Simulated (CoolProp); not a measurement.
Vinyl chloride along the isotherm 409.3 K: Z from the reference equation and from simpler models built on Tc = 425.0 K, pc = 56.00 bar, ω = 0.160; each cubic takes its own stable root.

Computed with CoolProp (reference Helmholtz-energy equation of state, Thol 2022).

```
p (bar)   phase  reference  van der Waals  Redlich-Kwong
-------  ------  ---------  -------------  -------------
10.8        gas     0.9248         0.9336              …
21.5        gas     0.8373         0.8582         0.8360
32.3        gas     0.7254         0.7658         0.7301
53.8     liquid     0.1591         0.2486         0.1942
64.6     liquid     0.1849         0.2785         0.2199
75.4     liquid     0.2106         0.3116         0.2464
86.2     liquid     0.2362         0.3453         0.2729
96.9     liquid     0.2612         0.3787              …
108      liquid          …              …         0.3256
118      liquid     0.3100         0.4442         0.3495
129      liquid     0.3351         0.4780         0.3754
140      liquid     0.3600         0.5115         0.4010
```

Q: Fill in the missing entries.

A: 
- 10.8, Redlich-Kwong: 0.9228
- 96.9, Redlich-Kwong: 0.2989
- 108, reference: 0.2870
- 108, van der Waals: 0.4133
